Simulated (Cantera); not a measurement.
Cantera run:

```python
import numpy as np
import cantera as ct

gas_names = """
    H H2 N NH NH2 NH3 N2 N2H2 N2H4 Si SiH SiH2 SiH3 SiH4 SiN Si2 Si2N Si3
""".split()
cond_names = """
    Si(cr) Si(L) Si3N4(a)
""".split()


def load(file, names, dense=False):
    # The tables refer to 1 bar. Condensed volumes are neglected.
    table = {s.name: s for s in ct.Species.list_from_file(file)}
    out = []
    for n in names:
        d = dict(table[n].input_data)
        d["thermo"] = dict(d["thermo"], **{"reference-pressure": 1e5})
        if dense:
            d["equation-of-state"] = {"model": "constant-volume", "density": "1e6 g/cm^3"}
        out.append(ct.Species.from_dict(d))
    return out


gas = ct.Solution(thermo="ideal-gas", species=load("nasa_gas.yaml", gas_names))
cond = {s.name: ct.Solution(thermo="fixed-stoichiometry", species=[s], name=s.name)
        for s in load("nasa_condensed.yaml", cond_names, dense=True)}
atoms = {
    'SiH4': {'Si': 1, 'H': 4},
    'NH3': {'N': 1, 'H': 3},
    'N2': {'N': 2},
}
top_T = {'Si3N4(a)': 2400}  # K; cautious upper limits of use, not melting points


def equilibrate(T, P, feed):
    n = {}
    for name, mol in feed.items():
        for a, k in atoms[name].items():
            n[a] = n.get(a, 0.0) + k * mol
    gas.TPX = T, P, n
    mass = sum(n.values()) * gas.mean_molecular_weight
    gas.equilibrate("TP")
    valid = [c for c in cond.values() if c.min_temp <= T <= top_T.get(c.name, c.max_temp)]
    mix = ct.Mixture([(gas, mass / gas.mean_molecular_weight)] + [(c, 0.0) for c in valid])
    mix.T, mix.P = T, P
    mix.equilibrate("TP", solver="vcs", rtol=1e-11, max_steps=5000)
    return mix


results = []
feed = {'SiH4': 1, 'NH3': 0.71, 'N2': 28}  # mol
T = 725  # K
P = 1000  # Pa
mix = equilibrate(T, P, feed)
results.append((T, P, feed, dict(zip(mix.species_names, mix.species_moles))))
x = sorted(zip(gas.X, gas.species_names), reverse=True)
print(f"T = {T:g} K  P = {P:g} Pa  gas = {mix.phase_moles(0):.4g} mol")
print("   x: " + "  ".join(f"{s} {v:.3e}" for v, s in x if v > 1e-06))
print("   condensed (mol): " + ("  ".join(f"{mix.phase(i).name} {mix.phase_moles(i):.4g}"
      for i in range(1, mix.n_phases) if mix.phase_moles(i) > 1e-12) or "none"))
```

Output:

```
T = 725 K  P = 1000 Pa  gas = 30.75 mol
   x: N2 9.003e-01  H2 9.966e-02  NH3 2.045e-06
   condensed (mol): Si3N4(a) 0.3333
```

These are equilibrium values from Cantera (NASA tables, ideal gas, pure condensed phases), not measurements of a reactor.
